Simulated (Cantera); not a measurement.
## Adiabatic ignition

An adiabatic, constant-volume homogeneous reactor starts with H2 : O2 : N2 = 1 : 1.09 : 4.09 (molar parts), at 1098 K and 3750 Torr.

Computed with Cantera and GRI-Mech 3.0 (53 species, 325 reactions). The hydrogen kinetics of GRI-Mech 3.0 are dated; newer H2 mechanisms differ, most at raised pressure.

```tsv
t (s)	T (K)	P (bar)	x H2	x O2	x NO2	x NO	x HO2
4.00e-6	1098	5.00	0.162	0.176	<1e-12	<1e-12	1.42e-8
1.31e-5	1098	5.00	0.162	0.176	<1e-12	<1e-12	6.95e-8
4.28e-5	1098	5.00	0.162	0.176	<1e-12	<1e-12	2.92e-7
0.000140	1098	5.00	0.162	0.176	<1e-12	<1e-12	1.58e-6
0.000458	1099	5.00	0.162	0.176	<1e-12	<1e-12	4.11e-5
0.00150	2473	10.4	0.000875	0.100	4.31e-6	0.00212	1.79e-5
0.00490	2459	10.3	0.000834	0.0976	1.59e-5	0.00783	1.69e-5
0.0160	2448	10.3	0.000798	0.0952	2.60e-5	0.0128	1.61e-5
0.0524	2446	10.3	0.000795	0.0949	2.71e-5	0.0134	1.60e-5
0.171	2446	10.3	0.000795	0.0949	2.71e-5	0.0134	1.60e-5
0.561	2446	10.3	0.000795	0.0949	2.71e-5	0.0134	1.60e-5
1.83	2446	10.3	0.000795	0.0949	2.71e-5	0.0134	1.60e-5
6.00	2446	10.3	0.000795	0.0949	2.71e-5	0.0134	1.60e-5
```
x: mole fraction; the columns are a selection and need not sum to one.

* **time of steepest temperature rise**: 0.653 ms
* **temperature at 6.00 s**: 2446 K
* **equilibrium temperature**: 2446 K
* **x(H2) at 6.00 s**: 0.000795 (gas-phase equilibrium 0.000795)
* **x(O2) at 6.00 s**: 0.0949 (gas-phase equilibrium 0.0949)
* **x(NO2) at 6.00 s**: 2.71e-5 (gas-phase equilibrium 2.71e-5)
